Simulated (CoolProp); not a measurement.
n-decane along the isotherm 620 K: fugacity coefficient from the reference equation and from simpler models built on Tc = 617.7 K, pc = 2.101 MPa, ω = 0.488; each cubic takes its own stable root.

The numbers come from the reference Helmholtz-energy equation of state, Lemmon 2006 in CoolProp. It is a short technical equation, of lower accuracy than the large ones.

```csv
p (MPa),phase,reference
0.328,gas,0.9457
0.657,gas,0.8920
0.985,gas,0.8390
1.31,gas,0.7866
1.64,gas,0.7329
1.97,gas,0.6772
2.3,supercritical,0.6109
2.63,supercritical,0.5485
2.96,supercritical,0.4995
3.28,supercritical,0.4613
3.61,supercritical,0.4289
3.94,supercritical,0.4019
4.27,supercritical,0.3792
4.6,supercritical,0.3597
4.93,supercritical,0.3430
5.25,supercritical,0.3288
```

Question: How far does each simpler model (van der Waals, Redlich-Kwong, Soave-Redlich-Kwong) lie from the reference over these 16 states: mean and median of the absolute difference, and the worst?

Answer: 
- van der Waals: mean 10.3 %, median 10.2 %, worst +20.4 % at 620 K and 5.25 MPa
- Redlich-Kwong: mean 4.4 %, median 4.4 %, worst +9.1 % at 620 K and 5.25 MPa
- Soave-Redlich-Kwong: mean 4.8 %, median 4.9 %, worst +9.6 % at 620 K and 5.25 MPa
